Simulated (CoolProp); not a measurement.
Vapour-liquid equilibrium of propane (1) + dimethyl ether (2) at 0.944 MPa; x and y are mole fractions of (1).

Model: multi-fluid Helmholtz-energy mixture model, Lemmon 2009 and Wu 2011; pair parameters Bell 2016, in CoolProp.

Question: Give the bubble temperature and the first vapour's composition at x = 0.275, 0.35, 0.725. Is there an azeotrope?

Answer: x = 0.275: 305.2 K, y = 0.402; x = 0.35: 303.4 K, y = 0.473; x = 0.725: 298.5 K, y = 0.761. y crosses x between x = 0.875 and 0.95: the model has an azeotrope there.

Pair parameters are fitted to limited data, so mixtures are less certain than the pure fluids.
